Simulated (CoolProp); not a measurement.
A single-stage vapour-compression cycle with n-perfluorohexane: evaporating at 294.15 K (dew point), condensing at 347.15 K (bubble point), superheat 2 K, subcooling 5 K, compressor efficiency 0.75, no pressure losses. Each further row changes one setting.

The numbers come from the reference Helmholtz-energy equation of state, Gao 2022 in CoolProp.

| case | cooling COP | pressure ratio | discharge temperature (K) | refrigerating effect (kJ/kg) | volumetric capacity (kJ/m³) |
|---|---|---|---|---|---|
| as stated | 2.63 | 7.05 | 347.2 | 44.0 | 152 |
| evaporating temperature 299.15 K | 3.17 | 5.65 | 347.2 | 47.9 | 204 |
| condensing temperature 342.15 K | 3.16 | 6.05 | 342.1 | 49.5 | 171 |
| subcooling 10 K | 2.96 | 7.05 | 347.2 | 49.5 | 171 |
| superheat 12 K | 2.84 | 7.05 | 347.2 | 52.2 | 174 |
| compressor efficiency 0.65 | 2.28 | 7.05 | 347.2 | 44.0 | 152 |

The compression ends wet for: as stated; evaporating temperature 299.15 K; condensing temperature 342.15 K; subcooling 10 K; superheat 12 K; compressor efficiency 0.65.
